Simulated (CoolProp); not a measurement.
Computed with CoolProp (reference Helmholtz-energy equation of state, Thol 2015).

Task: Give the vapour pressure (MPa), liquid density (kg/m³), vapour density (kg/m³), enthalpy of vaporisation (kJ/kg) of saturated octamethylcyclotetrasiloxane (D4) at 198.15 °C.

Result: 
```
T (°C)  p (MPa)  liquid density (kg/m³)  vapour density (kg/m³)  enthalpy of vaporisation (kJ/kg)
------  -------  ----------------------  ----------------------  --------------------------------
198.15    0.173                     733                    14.8                               122
```
